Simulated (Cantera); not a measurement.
## Stirred combustor or abatement burner

A perfectly stirred reactor is fed with CO : H₂ : CH₄ : O₂ : N₂ = 1 : 0.95 : 0.42 : 4.43 : 16.6 (molar parts), equivalence ratio 0.41, at 1.18 atm; it is adiabatic with a 400 K inlet, and is followed from long to short residence time, starting on the burning branch (τ in s: 0.25, 0.095, 0.036, 0.013, 0.0051, 0.0019, 0.00072, 0.00027, 0.0001, 3.8e-05, 1.5e-05).

Model: GRI-Mech 3.0 (53 species, 325 reactions), integrated in Cantera.

```json
[
 {"τ (s)": "0.25", "T (K)": "1499", "x CO": "0.000233", "x H₂": "3.07e-5", "x CH₄": "4.90e-6", "x HCN": "3.87e-10", "x NO": "4.05e-6", "x HCO": "1.62e-9"},
 {"τ (s)": "0.095", "T (K)": "1496", "x CO": "0.000450", "x H₂": "5.88e-5", "x CH₄": "9.02e-6", "x HCN": "4.45e-10", "x NO": "3.63e-6", "x HCO": "4.42e-9"},
 {"τ (s)": "0.036", "T (K)": "1491", "x CO": "0.000873", "x H₂": "0.000113", "x CH₄": "1.66e-5", "x HCN": "4.72e-10", "x NO": "2.88e-6", "x HCO": "1.22e-8"},
 {"τ (s)": "0.013", "T (K)": "1481", "x CO": "0.00176", "x H₂": "0.000223", "x CH₄": "3.18e-5", "x HCN": "5.41e-10", "x NO": "2.13e-6", "x HCO": "3.53e-8"},
 {"τ (s)": "0.0051", "T (K)": "1463", "x CO": "0.00338", "x H₂": "0.000419", "x CH₄": "5.91e-5", "x HCN": "7.57e-10", "x NO": "1.68e-6", "x HCO": "9.29e-8"},
 {"τ (s)": "0.0019", "T (K)": "1427", "x CO": "0.00690", "x H₂": "0.000832", "x CH₄": "0.000123", "x HCN": "1.32e-9", "x NO": "1.42e-6", "x HCO": "2.54e-7"},
 {"τ (s)": "0.00072", "T (K)": "1345", "x CO": "0.0153", "x H₂": "0.00191", "x CH₄": "0.000339", "x HCN": "2.35e-9", "x NO": "9.49e-7", "x HCO": "6.62e-7"},
 {"τ (s)": "0.00027", "T (K)": "400", "x CO": "0.0427", "x H₂": "0.0406", "x CH₄": "0.0179", "x HCN": "<1e-12", "x NO": "<1e-12", "x HCO": "<1e-12"},
 {"τ (s)": "0.00010", "T (K)": "400", "x CO": "0.0427", "x H₂": "0.0406", "x CH₄": "0.0179", "x HCN": "<1e-12", "x NO": "<1e-12", "x HCO": "<1e-12"},
 {"τ (s)": "3.8e-5", "T (K)": "400", "x CO": "0.0427", "x H₂": "0.0406", "x CH₄": "0.0179", "x HCN": "<1e-12", "x NO": "<1e-12", "x HCO": "<1e-12"},
 {"τ (s)": "1.5e-5", "T (K)": "400", "x CO": "0.0427", "x H₂": "0.0406", "x CH₄": "0.0179", "x HCN": "<1e-12", "x NO": "<1e-12", "x HCO": "<1e-12"}
]
```
x: mole fraction; the columns are a selection and need not sum to one.
